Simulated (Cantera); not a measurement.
## Premixed flame

A freely propagating, adiabatic, planar premixed flame of C2H4 : O2 : N2 : H2O = 1 : 4.35 : 17.4 : 1.5 (molar parts), unburnt at 400 K and 1430 Torr; multicomponent+Soret transport, grid criteria slope 0.08 and curve 0.16, no radiation.

Cantera simulation using GRI-Mech 3.0 (53 species, 325 reactions); the numbers are that mechanism's predictions, not measurements. GRI-Mech 3.0 was tuned for natural gas; its chemistry of ethylene as a main component is partial and can be far from experiment. Burning velocities carry a grid error of a few per cent, more on coarse grids.

```json
[
 {"z (mm)": "-0.766", "T (K)": "400", "u (m/s)": "0.446", "x C2H4": "0.0412", "x O2": "0.179", "x H2O": "0.0619", "x H2O2": "1.29e-7", "x O": "<1e-8", "x C2H2": "<1e-8"},
 {"z (mm)": "-0.511", "T (K)": "402", "u (m/s)": "0.448", "x C2H4": "0.0412", "x O2": "0.179", "x H2O": "0.0619", "x H2O2": "1.64e-6", "x O": "<1e-8", "x C2H2": "1.57e-7"},
 {"z (mm)": "-0.383", "T (K)": "409", "u (m/s)": "0.456", "x C2H4": "0.0412", "x O2": "0.179", "x H2O": "0.0623", "x H2O2": "8.20e-6", "x O": "<1e-8", "x C2H2": "9.74e-7"},
 {"z (mm)": "-0.255", "T (K)": "453", "u (m/s)": "0.506", "x C2H4": "0.0405", "x O2": "0.176", "x H2O": "0.0648", "x H2O2": "4.91e-5", "x O": "<1e-8", "x C2H2": "8.20e-6"},
 {"z (mm)": "-0.128", "T (K)": "746", "u (m/s)": "0.840", "x C2H4": "0.0325", "x O2": "0.154", "x H2O": "0.0819", "x H2O2": "0.000259", "x O": "4.74e-7", "x C2H2": "9.23e-5"},
 {"z (mm)": "-0.0639", "T (K)": "1086", "u (m/s)": "1.23", "x C2H4": "0.0187", "x O2": "0.125", "x H2O": "0.103", "x H2O2": "0.000266", "x O": "2.70e-5", "x C2H2": "0.000233"},
 {"z (mm)": "0", "T (K)": "1418", "u (m/s)": "1.62", "x C2H4": "0.00436", "x O2": "0.0926", "x H2O": "0.124", "x H2O2": "2.39e-5", "x O": "0.000418", "x C2H2": "0.000297"},
 {"z (mm)": "0.0639", "T (K)": "1585", "u (m/s)": "1.80", "x C2H4": "0.000262", "x O2": "0.0747", "x H2O": "0.133", "x H2O2": "1.43e-6", "x O": "0.00159", "x C2H2": "5.96e-5"},
 {"z (mm)": "0.128", "T (K)": "1661", "u (m/s)": "1.88", "x C2H4": "7.33e-6", "x O2": "0.0671", "x H2O": "0.135", "x H2O2": "1.07e-6", "x O": "0.00219", "x C2H2": "2.99e-6"},
 {"z (mm)": "0.255", "T (K)": "1751", "u (m/s)": "1.97", "x C2H4": "<1e-8", "x O2": "0.0608", "x H2O": "0.137", "x H2O2": "7.15e-7", "x O": "0.00197", "x C2H2": "<1e-8"},
 {"z (mm)": "0.511", "T (K)": "1830", "u (m/s)": "2.05", "x C2H4": "<1e-8", "x O2": "0.0569", "x H2O": "0.140", "x H2O2": "4.13e-7", "x O": "0.00115", "x C2H2": "<1e-8"},
 {"z (mm)": "1.02", "T (K)": "1877", "u (m/s)": "2.10", "x C2H4": "<1e-8", "x O2": "0.0554", "x H2O": "0.143", "x H2O2": "2.14e-7", "x O": "0.000449", "x C2H2": "<1e-8"},
 {"z (mm)": "2.04", "T (K)": "1896", "u (m/s)": "2.12", "x C2H4": "<1e-8", "x O2": "0.0550", "x H2O": "0.144", "x H2O2": "1.07e-7", "x O": "0.000150", "x C2H2": "<1e-8"}
]
```
x: mole fraction of selected species; z is measured from the peak of heat release.

| Quantity | Result |
|---|---|
| laminar burning velocity | 44.6 cm/s |
| thermal thickness | 0.255 mm |
| peak x(H2O2) | 0.000305 |
| peak x(O) | 0.00222 |
| peak x(C2H2) | 0.000318 |
| grid points | 134 |
